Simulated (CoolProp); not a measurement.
Vapour-liquid equilibrium of carbon dioxide (1) + hydrogen sulfide (2) at -45.55 °C; x and y are mole fractions of (1).

Values from CoolProp's multi-fluid Helmholtz-energy mixture model, Span 1996 and Lemmon 2006; pair parameters Kunz 2012.

```
x      bubble pressure, mixture model (kPa)  bubble pressure, Raoult's law (kPa)  y, mixture model  y, Raoult's law
-----  ------------------------------------  -----------------------------------  ----------------  ---------------
0.05                                  288.3                                233.3             0.321            0.175
0.125                                 396.1                                279.2             0.531            0.365
0.2                                   481.2                                325.1             0.634            0.501
0.275                            (withheld)                                370.9             0.695            0.604
0.35                                  597.7                                416.8        (withheld)            0.684
0.425                            (withheld)                                462.7             0.765            0.748
0.5                              (withheld)                                508.5             0.789            0.801
0.575                                 696.8                                554.4             0.811            0.845
0.65                                  721.3                                600.3             0.832            0.882
0.725                                 744.3                                646.1             0.856            0.914
0.8                                   766.4                                692.0             0.883            0.941
0.875                            (withheld)                                737.9             0.918            0.966
0.95                                  805.1                                783.7        (withheld)            0.987
```

What belongs in the gaps?


- 0.275, bubble pressure, mixture model (kPa): 547.0
- 0.35, y, mixture model: 0.735
- 0.425, bubble pressure, mixture model (kPa): 637.4
- 0.5, bubble pressure, mixture model (kPa): 669.5
- 0.875, bubble pressure, mixture model (kPa): 787.1
- 0.95, y, mixture model: 0.962

The largest gap from Raoult's law is +48.0 % in bubble pressure, at x = 0.2. No azeotrope shows between x = 0.05 and 0.95.

The pair parameters rest on a limited set of measurements; away from them the model extrapolates.
